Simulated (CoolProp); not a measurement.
Vapour-liquid equilibrium of R152A (1) + isobutane (2) at 258 K; x and y are mole fractions of (1).

The numbers come from the multi-fluid Helmholtz-energy mixture model, Outcalt 1996 and Bücker 2006; pair parameters Bell 2016 in CoolProp.

Problem. Give the bubble pressure and the first vapour's composition at x = 0.125, 0.65, 0.875. Is there an azeotrope?

Solution. x = 0.125: 131.0 kPa, y = 0.387; x = 0.65: 175.2 kPa, y = 0.678; x = 0.875: 169.6 kPa, y = 0.791. y crosses x between x = 0.65 and 0.725: the model has an azeotrope there.

Pair parameters are fitted to limited data, so mixtures are less certain than the pure fluids. With so large a gap from Raoult's law the liquid may split in two, which this calculation doesn't test in full.
